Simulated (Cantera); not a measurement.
**Equilibrium for silicon oxide and oxynitride deposition: SiH2Cl2 + NO**

A closed system holds: 1 mol SiH2Cl2, 0.1 mol NO, at 1425 °C and 20.0 Pa.

Cantera equilibrium calculation (NASA polynomials, part measured and part estimated; ideal gas, pure solids and liquids). Candidate condensed phases: H2O, NH4Cl, Si, SiO2, Si2N2O, Si3N4; 47 gas species. The tables' values for SiCl, SiCl3 are old estimates; treat these amounts as uncertain. Rates play no part.

x(H2): 0.363
x(SiCl2): 0.361
x(HCl): 0.191
x(SiO): 0.0461
x(N2): 0.0231
x(H): 0.00617
x(Si): 0.00329
x(Cl): 0.00253
x(SiCl): 0.00242
n(Si(l)): 0.101 mol
gas amount: 2.168 mol
